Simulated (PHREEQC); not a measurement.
A PHREEQC input (ion-association model, wateq4f.dat):

```
SOLUTION 1
  temp 293.15
  units mg/kgw
  pH 7.04
  pe 9.4
  Na 0.802
  K 5.23
  Ca 60
  Mg 2
  Cl 54.8
  S(6) 14.1 as SO4
  Alkalinity 89.3 as HCO3
  Cd 1.55
END
USE solution 1
EQUILIBRIUM_PHASES 1
  Gypsum 0 0
  CO2(g) -2 10
END
```

It stops with these messages:

```
WARNING: Maximum iterations exceeded, 100
WARNING: Maximum iterations exceeded, 100
WARNING: The program has failed to converge to a numerical solution.
ERROR:           Alkalinity has not converged. Total: 1.463476e-03	Calculated: -1.898492e-06	Residual: 1.465375e-03
ERROR: Is non-carbonate alkalinity greater than total alkalinity?
ERROR:                   Ca has not converged. Total: 1.497006e-03	Calculated: 4.371061e-06	Residual: 1.492635e-03
ERROR:                   Cd has not converged. Total: 1.379004e-05	Calculated: 2.492951e-06	Residual: 1.129708e-05
ERROR:                   Cl has not converged. Total: 1.545708e-03	Calculated: 1.665964e-03	Residual: -1.202557e-04
ERROR:                    K has not converged. Total: 1.337527e-04	Calculated: 1.444903e-04	Residual: -1.073751e-05
ERROR:                   Mg has not converged. Total: 8.226390e-05	Calculated: 2.489386e-05	Residual: 5.737005e-05
ERROR:                   Na has not converged. Total: 3.488504e-05	Calculated: 4.939434e-05	Residual: -1.450930e-05
ERROR:                 S(6) has not converged. Total: 1.467771e-04	Calculated: 7.327792e-05	Residual: 7.349923e-05
ERROR:               A(H2O) Activity of water has not converged. 	Residual: 1.600003e+01
ERROR: Model failed to converge for initial solution  1.
```

Question: Find the cause and the fix.

Answer: The fault: the temperature typed in kelvin. The line should read `temp 20` where the input has `temp 293.15`. With the mend the run ends at pH 6.92 and ionic strength 0.00494 mol/kgw.
